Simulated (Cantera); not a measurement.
Feed: 1 mol Al2O3, 0.037 mol N2, equilibrated at 5.40 Pa.

These are equilibrium values from Cantera (NASA tables, ideal gas, pure condensed phases), not measurements of a reactor. Candidate condensed phases: Al, AlN, Al2O3; 36 gas species. Ions and electrons are included (thermal ionisation). Equilibrium is a limit: real reactors are often held back by kinetics, nucleation or transport. All values below are at 3750 K.

Base state: O 0.552, Al 0.298, Al+ 0.0699, e- 0.0699, N 0.00572, N2 0.00392, AlO 0.000113, NO 6.93e-5 (mole fractions); condensed: gas only.

Q: What changes in the equilibrium state with this change: N2 from 0.037 to 0.25 mol?

A: 
```
species    before     after
-------  --------  --------
O           0.552     0.527
Al          0.298     0.283
Al+        0.0699    0.0682
N2        0.00392    0.0353
N         0.00572    0.0172
e-         0.0699    0.0682
NO        6.93e-5  0.000199
AlO      0.000113  0.000102
O2        2.08e-5   1.90e-5
```

Q: What changes in the equilibrium state with this change: N2 from 0.037 to 0.024 mol?

A: 
```csv
species,before,after
O,0.552,0.554
Al,0.298,0.299
Al+,0.0699,0.0701
N2,0.00392,0.00224
N,0.00572,0.00433
e-,0.0699,0.0701
NO,6.93e-5,5.26e-5
AlO,0.000113,0.000114
O2,2.08e-5,2.10e-5
```
